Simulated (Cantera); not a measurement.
An isothermal, constant-pressure homogeneous reactor starts with 2.82 % CH₄, 97.2 % H₂, at 1925 K and 1400 Pa.

Model: GRI-Mech 3.0 (53 species, 325 reactions), integrated in Cantera. GRI-Mech 3.0 stops at C3 and has no aromatics, soot or wall deposition, so with more carbon than oxygen in the feed, carbon stays in small species such as C2H2 where larger ones or solid carbon would form. Radical loss at walls, strong at low pressure, is not modelled.

One state of this run: x CH₄ = 0.0275; x H₂ = 0.971; x C₂H = 2.03e-10; x C₂H₄ = 1.86e-5; x CH₃ = 0.000561; x C₂H₂ = 1.38e-5; x H = 0.000994. x: mole fraction; the columns are a selection and need not sum to one.

Which value of t (s) does it belong to?
A. 2.42
B. 0.000412
C. 0.702
D. 0.00492

D, 0.00492
